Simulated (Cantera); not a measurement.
An adiabatic, constant-volume homogeneous reactor starts with CH4 : O2 : N2 = 1 : 1 : 3.76 (molar parts), equivalence ratio 2.0, at 1400 K and 1280 Torr. Integrator tolerance rtol = 1e-08.

Detailed kinetics in Cantera: GRI-Mech 3.0 (53 species, 325 reactions).

Q: What does this change do: pressure from 1280 Torr to 1580 Torr?

A: 
```tsv
quantity	before	after
time of steepest temperature rise	3.05 ms	2.58 ms
temperature at 0.600 s	2711 K	2720 K
equilibrium temperature	2711 K	2720 K
x(CH4) at 0.600 s	8.93e-11 (gas-phase equilibrium 1.00e-10)	1.34e-10 (gas-phase equilibrium 1.50e-10)
x(O2) at 0.600 s	3.98e-5 (gas-phase equilibrium 3.98e-5)	3.44e-5 (gas-phase equilibrium 3.44e-5)
x(CH2O) at 0.600 s	3.24e-8 (gas-phase equilibrium 3.24e-8)	4.03e-8 (gas-phase equilibrium 4.03e-8)
x(HO2) at 0.600 s	6.09e-8 (gas-phase equilibrium 6.09e-8)	5.87e-8 (gas-phase equilibrium 5.87e-8)
x(C2H) at 0.600 s	<1e-12 (gas-phase equilibrium <1e-12)	<1e-12 (gas-phase equilibrium <1e-12)
x(CH3) at 0.600 s	1.15e-10 (gas-phase equilibrium 1.30e-10)	1.60e-10 (gas-phase equilibrium 1.79e-10)
```

Q: What does this change do: initial temperature 1400 to 1525 K?

A: 
```
quantity                                                              before                                      after
---------------------------------  -----------------------------------------  -----------------------------------------
time of steepest temperature rise                                    3.05 ms                                   0.769 ms
temperature at 0.600 s                                                2711 K                                     2789 K
equilibrium temperature                                               2711 K                                     2789 K
x(CH4) at 0.600 s                  8.93e-11 (gas-phase equilibrium 1.00e-10)  6.04e-11 (gas-phase equilibrium 6.79e-11)
x(O2) at 0.600 s                     3.98e-5 (gas-phase equilibrium 3.98e-5)    7.81e-5 (gas-phase equilibrium 7.81e-5)
x(CH2O) at 0.600 s                   3.24e-8 (gas-phase equilibrium 3.24e-8)    3.04e-8 (gas-phase equilibrium 3.04e-8)
x(HO2) at 0.600 s                    6.09e-8 (gas-phase equilibrium 6.09e-8)    1.17e-7 (gas-phase equilibrium 1.17e-7)
x(C2H) at 0.600 s                      <1e-12 (gas-phase equilibrium <1e-12)      <1e-12 (gas-phase equilibrium <1e-12)
x(CH3) at 0.600 s                  1.15e-10 (gas-phase equilibrium 1.30e-10)  1.05e-10 (gas-phase equilibrium 1.18e-10)
```
